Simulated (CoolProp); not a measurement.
Properties of acetone along the isobar 0.664 MPa.

Values from CoolProp's reference Helmholtz-energy equation of state, Lemmon 2006. It is a short technical equation, of lower accuracy than the large ones.

```
T (°C)   phase  Joule-Thomson coefficient (K/MPa)  isothermal compressibility (1/MPa)
------  ------  ---------------------------------  ----------------------------------
79.55   liquid                            -0.2311                            0.002281
91.85   liquid                            -0.1935                            0.002655
104.05  liquid                            -0.1489                            0.003124
116.35  liquid                           -0.09406                            0.003738
128.55     gas                              32.69                               1.829
140.85     gas                              28.20                               1.769
153.05     gas                              24.60                               1.727
165.35     gas                              21.63                               1.694
```
